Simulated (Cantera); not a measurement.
Charge: 1 mol SiH2Cl2, 1.8 mol HCl, 24 mol N2, held at 3.23 Torr.

These are equilibrium values from Cantera (NASA tables, ideal gas, pure condensed phases), not measurements of a reactor. Candidate condensed phases: NH4Cl, Si, Si3N4; 28 gas species. N2 is the only nitrogen source here; it is nearly inert below about 1500 K, so the nitride shown seldom forms there in practice. Kinetics and transport are ignored.

Problem. What share of the Si ends up in condensed phases as a function of T (°C), at 827, 902, 977, 1052, 1127, 1202, 1277, 1352?

Solution. 
```json
[
 {"T (°C)": "827", "Si condensed (%)": "72.9", "as": "Si3N4(s)"},
 {"T (°C)": "902", "Si condensed (%)": "73.4", "as": "Si3N4(s)"},
 {"T (°C)": "977", "Si condensed (%)": "71.6", "as": "Si3N4(s)"},
 {"T (°C)": "1052", "Si condensed (%)": "63.9", "as": "Si3N4(s)"},
 {"T (°C)": "1127", "Si condensed (%)": "46.5", "as": "Si3N4(s)"},
 {"T (°C)": "1202", "Si condensed (%)": "22.6", "as": "Si3N4(s)"},
 {"T (°C)": "1277", "Si condensed (%)": "0.0", "as": "-"},
 {"T (°C)": "1352", "Si condensed (%)": "0.0", "as": "-"}
]
```
